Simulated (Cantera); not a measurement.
A jet of H2 : O2 : N2 = 0.03 : 0.053 : 0.79 (molar parts) at 300 K and 2400 Pa hits a platinum plate 2.2 cm away at a mass flux of 0.085 kg/m²/s; the plate temperature is set and raised in steps from an oxygen-covered start.

Computed with Cantera and Deutschmann's 1995 Pt surface mechanism with GRI-Mech 3.0 gas chemistry. Catalytic surfaces can have several steady states; this one follows from the mechanism file's or the stated starting coverage.

x: mole fraction at the wall; θ: surface coverage.

| plate T (K) | wall x H2 | wall x O2 | wall x H2O | wall x OH | θ free Pt | θ O* | θ OH* |
|---|---|---|---|---|---|---|---|
| 700 | 0.00460 | 0.0287 | 0.0575 | <1e-8 | 0.289 | 0.708 | 0.00334 |
| 750 | 0.00458 | 0.0287 | 0.0572 | <1e-8 | 0.302 | 0.695 | 0.00246 |
| 800 | 0.00447 | 0.0286 | 0.0572 | <1e-8 | 0.323 | 0.675 | 0.00189 |
| 850 | 0.00420 | 0.0284 | 0.0575 | (withheld) | (withheld) | 0.639 | (withheld) |
| 900 | (withheld) | 0.0280 | 0.0579 | (withheld) | (withheld) | (withheld) | (withheld) |

Some entries are withheld; supply them.


- 850, wall x OH: 1.79e-8
- 850, θ free Pt: 0.359
- 850, θ OH*: 0.00151
- 900, wall x H2: 0.00383
- 900, wall x OH: 6.02e-8
- 900, θ free Pt: 0.412
- 900, θ O*: 0.587
- 900, θ OH*: 0.00124
